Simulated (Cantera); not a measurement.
A Cantera script and what it prints.

```python
import numpy as np
import cantera as ct

gas_names = [...]  # 95 gases of nasa_gas.yaml made of C, F, H
cond_names = """
    C(gr) C6H6(L) C7H8(L) C8H18(L),n-octa
""".split()


# ... load() reads the species with a 1 bar reference pressure and builds the phases ...
atoms = {
    'c-C4F8': {'C': 4, 'F': 8},
    'H2': {'H': 2},
}
top_T = {'C(gr)': 4500}  # K; cautious upper limits of use, not melting points


# ... equilibrate(T, P, feed) seeds the gas with the atoms and calls Mixture.equilibrate('TP', solver="vcs", rtol=1e-11, max_steps=5000) ...
results = []
T = 1598  # K
P = 133.322  # Pa
for m in [0.16, 0.21, 0.28, 0.38, 0.5, 0.67, 0.9, 1.2, 1.6, 2.2, 2.9, 3.9, 5.2]:
    feed = {'c-C4F8': 1, 'H2': m}  # mol
    mix = equilibrate(T, P, feed)
    results.append((T, P, feed, dict(zip(mix.species_names, mix.species_moles))))
    x = sorted(zip(gas.X, gas.species_names), reverse=True)
    print(f"T = {T:g} K  P = {P:g} Pa  n(H2) = {m:g} mol  gas = {mix.phase_moles(0):.4g} mol")
    print("   x: " + "  ".join(f"{s} {v:.3e}" for v, s in x if v > 0.001))
    print("   condensed (mol): " + ("  ".join(f"{mix.phase(i).name} {mix.phase_moles(i):.4g}"
          for i in range(1, mix.n_phases) if mix.phase_moles(i) > 1e-12) or "none"))
```

It prints:

```
T = 1598 K  P = 133.322 Pa  n(H2) = 0.16 mol  gas = 2.247 mol
   x: CF4 8.516e-01  HF 1.424e-01  CF2 4.258e-03  F 1.288e-03
   condensed (mol): C(gr) 2.076
T = 1598 K  P = 133.322 Pa  n(H2) = 0.21 mol  gas = 2.322 mol
   x: CF4 8.133e-01  HF 1.809e-01  CF2 4.161e-03  F 1.274e-03
   condensed (mol): C(gr) 2.101
T = 1598 K  P = 133.322 Pa  n(H2) = 0.28 mol  gas = 2.427 mol
   x: CF4 7.636e-01  HF 2.307e-01  CF2 4.032e-03  F 1.254e-03
   condensed (mol): C(gr) 2.136
T = 1598 K  P = 133.322 Pa  n(H2) = 0.38 mol  gas = 2.578 mol
   x: CF4 6.997e-01  HF 2.948e-01  CF2 3.859e-03  F 1.227e-03
   condensed (mol): C(gr) 2.186
T = 1598 K  P = 133.322 Pa  n(H2) = 0.5 mol  gas = 2.758 mol
   x: CF4 6.322e-01  HF 3.626e-01  CF2 3.668e-03  F 1.196e-03
   condensed (mol): C(gr) 2.246
T = 1598 K  P = 133.322 Pa  n(H2) = 0.67 mol  gas = 3.013 mol
   x: CF4 5.504e-01  HF 4.447e-01  CF2 3.423e-03  F 1.155e-03
   condensed (mol): C(gr) 2.33
T = 1598 K  P = 133.322 Pa  n(H2) = 0.9 mol  gas = 3.358 mol
   x: HF 5.360e-01  CF4 4.595e-01  CF2 3.128e-03  F 1.104e-03
   condensed (mol): C(gr) 2.445
T = 1598 K  P = 133.322 Pa  n(H2) = 1.2 mol  gas = 3.809 mol
   x: HF 6.302e-01  CF4 3.658e-01  CF2 2.790e-03  F 1.043e-03
   condensed (mol): C(gr) 2.595
T = 1598 K  P = 133.322 Pa  n(H2) = 1.6 mol  gas = 4.409 mol
   x: HF 7.258e-01  CF4 2.706e-01  CF2 2.400e-03
   condensed (mol): C(gr) 2.796
T = 1598 K  P = 133.322 Pa  n(H2) = 2.2 mol  gas = 5.309 mol
   x: HF 8.288e-01  CF4 1.683e-01  CF2 1.893e-03
   condensed (mol): C(gr) 3.096
T = 1598 K  P = 133.322 Pa  n(H2) = 2.9 mol  gas = 6.358 mol
   x: HF 9.123e-01  CF4 8.559e-02  CF2 1.350e-03
   condensed (mol): C(gr) 3.447
T = 1598 K  P = 133.322 Pa  n(H2) = 3.9 mol  gas = 7.854 mol
   x: HF 9.932e-01  CF4 6.085e-03
   condensed (mol): C(gr) 3.949
T = 1598 K  P = 133.322 Pa  n(H2) = 5.2 mol  gas = 9.202 mol
   x: HF 8.693e-01  H2 1.301e-01
   condensed (mol): C(gr) 4
```

These are equilibrium values from Cantera (NASA tables, ideal gas, pure condensed phases), not measurements of a reactor. The feed counts by its element totals alone. Gases not in the tables: C2F6 and larger saturated fluorocarbons.
